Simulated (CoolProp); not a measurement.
Aqueous magnesium chloride as a coolant, 12 % by mass, freezing at -11.3 °C, 1 atm.

Model: Melinder's fits for secondary coolants, in CoolProp.

```csv
T (°C),density (kg/m³),cp (kJ/(kg K)),viscosity (mPa s),Prandtl number
-5.5,1108,3.448,3.84,25.2
0.7,1107,3.461,3.07,19.8
7,1105,3.474,2.49,15.8
13.2,1104,3.487,2.06,12.8
19.4,1101,3.499,1.71,10.5
25.7,1099,3.510,1.43,8.65
31.9,1097,3.521,1.20,7.13
38.1,1094,3.533,0.995,5.85
```
